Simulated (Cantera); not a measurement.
Charge: 1 mol Fe2O3, a varied amount of H2, at 1173.15 K and 0.0570 bar.

Method: chemical equilibrium by Gibbs-energy minimisation in Cantera with the NASA 1993 tables (ideal gas, pure condensed phases). Candidate condensed phases: Fe, FeO, Fe(OH)2, Fe(OH)3, Fe2O3, Fe3O4, H2O; 12 gas species. Mutual solubility and eutectic melting of coexisting phases are not modelled. The tables' stoichiometric FeO is somewhat more stable than real wüstite, so its field is too wide. FeO: taken at fixed stoichiometry. Kinetics and transport are ignored.

Question: Which condensed phases are stable at each of these points (n(H2) (mol)): 5.5, 9.6, 17, 29, 51, 88, 150, 270, 470?

Answer: 
```tsv
n(H2) (mol)	condensed phases	Fe condensed (%)
5.5	Fe(α) + FeO(s)	100.0
9.6	Fe(α) + FeO(s)	100.0
17	Fe(α)	100.0
29	Fe(α)	100.0
51	Fe(α)	100.0
88	Fe(α)	100.0
150	Fe(α)	100.0
270	Fe(α)	100.0
470	Fe(α)	100.0
```

From 5.5 mol H2 to 9.6 mol H2 the condensed part is Fe(α) + FeO(s). From 17 mol H2 to 470 mol H2 the condensed part is Fe(α).
